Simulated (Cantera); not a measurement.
Hydrocarbon pyrolysis for carbon deposition

An isothermal, constant-pressure homogeneous reactor starts with CH₄ : H₂ = 1 : 4 (molar parts), at 1448 K and 10.00 Torr.

Cantera simulation using GRI-Mech 3.0 (53 species, 325 reactions); the numbers are that mechanism's predictions, not measurements. GRI-Mech 3.0 stops at C3 and has no aromatics, soot or wall deposition, so with more carbon than oxygen in the feed, carbon stays in small species such as C2H2 where larger ones or solid carbon would form. Radical loss at walls, strong at low pressure, is not modelled.

| t (s) | x CH₄ | x H₂ | x C₂H | x C₂H₄ | x H |
|---|---|---|---|---|---|
| 0.000400 | 0.200 | 0.800 | <1e-12 | <1e-12 | 8.90e-8 |
| 0.000985 | 0.200 | 0.800 | <1e-12 | 9.48e-12 | 2.08e-7 |
| 0.00243 | 0.200 | 0.800 | <1e-12 | 1.56e-10 | 5.01e-7 |
| 0.00598 | 0.200 | 0.800 | <1e-12 | 2.43e-9 | 1.22e-6 |
| 0.0147 | 0.200 | 0.800 | <1e-12 | 3.67e-8 | 2.99e-6 |
| 0.0363 | 0.200 | 0.800 | <1e-12 | 5.53e-7 | 7.22e-6 |
| 0.0894 | 0.200 | 0.800 | <1e-12 | 8.14e-6 | 1.65e-5 |
| 0.220 | 0.200 | 0.800 | <1e-12 | 8.89e-5 | 3.05e-5 |
| 0.543 | 0.198 | 0.801 | 1.46e-11 | 0.000348 | 3.60e-5 |
| 1.34 | 0.195 | 0.803 | 8.33e-11 | 0.000506 | 3.63e-5 |
| 3.30 | 0.188 | 0.807 | 2.70e-10 | 0.000505 | 3.68e-5 |
| 8.12 | 0.172 | 0.816 | 7.02e-10 | 0.000474 | 3.81e-5 |
| 20.0 | 0.140 | 0.835 | 1.61e-9 | 0.000428 | 4.10e-5 |
x: mole fraction; the columns are a selection and need not sum to one.

Equilibrium at this temperature and pressure: CH₄ 0.00501, H₂ 0.914, C₂H 9.16e-9, C₂H₄ 0.000475, H 7.68e-5 (gas phase only).
